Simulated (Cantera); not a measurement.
# Thermodynamics of silicon epitaxy and polysilicon growth, feed SiHCl3 + Cl2 + N2

Feed: 1 mol SiHCl3, 0.11 mol Cl2, 10 mol N2, equilibrated at 180 Pa.

Cantera equilibrium calculation (NASA polynomials, part measured and part estimated; ideal gas, pure solids and liquids). Candidate condensed phases: NH4Cl, Si, Si3N4; 28 gas species. N2 is the only nitrogen source here; it is nearly inert below about 1500 K, so the nitride shown seldom forms there in practice. The tables' values for SiCl3 are old estimates; treat these amounts as uncertain. The numbers say what is thermodynamically allowed, not how fast it happens.

From 948 K to 1248 K the condensed part is Si3N4(s). The main Si-bearing gas is SiCl4 throughout.

| T (K) | x N2 | x HCl | x SiCl4 | x SiCl2 | x SiCl3 | n Si3N4(s) |
|---|---|---|---|---|---|---|
| 948 | 0.865 | 0.0772 | 0.0522 | 1.44e-6 | 4.72e-5 | 0.137 |
| 998 | 0.864 | 0.0781 | 0.0519 | 8.64e-6 | 0.000135 | 0.138 |
| 1048 | 0.864 | 0.0788 | 0.0515 | 4.35e-5 | 0.000350 | 0.138 |
| 1098 | 0.864 | 0.0794 | 0.0509 | 0.000188 | 0.000825 | 0.138 |
| 1148 | 0.863 | 0.0798 | 0.0498 | 0.000709 | 0.00179 | 0.137 |
| 1198 | 0.862 | 0.0800 | 0.0474 | 0.00236 | 0.00355 | 0.132 |
| 1248 | 0.860 | 0.0797 | 0.0427 | 0.00689 | 0.00639 | 0.121 |
x: gas mole fraction; n: condensed amount in mol.
